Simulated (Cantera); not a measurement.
A closed system holds: 1 mol V2O3, 0.8 mol H2, 50 mol N2, at 3.00 mbar.

Method: chemical equilibrium by Gibbs-energy minimisation in Cantera with the NASA 1993 tables (ideal gas, pure condensed phases). Candidate condensed phases: H2O, V, VN, VO, V2O3, V2O4, V2O5; 28 gas species. Mutual solubility and eutectic melting of coexisting phases are not modelled. VO: taken at fixed stoichiometry. Condensed phases not in the tables: the oxides between V2O3 and V2O5 other than VO2. Rates play no part. All values below are at 1575 °C.

Base state: N2 0.983, H2 0.0149, H 0.00118, VO2 0.000345, H2O 0.000261, VO 5.01e-5 (mole fractions); condensed: VO(s) + V2O3(s).

### Question
What changes in the equilibrium state with this change: pressure from 3.00 mbar to 0.800 bar?

### Answer
```tsv
species	before	after
N2	0.983	0.984
H2	0.0149	0.0154
H2O	0.000261	0.000270
H	0.00118	7.37e-5
VO2	0.000345	1.29e-6
VO	5.01e-5	1.88e-7
VO(s), mol	0.0416	0.0275
V2O3(s), mol	0.969	0.986
```
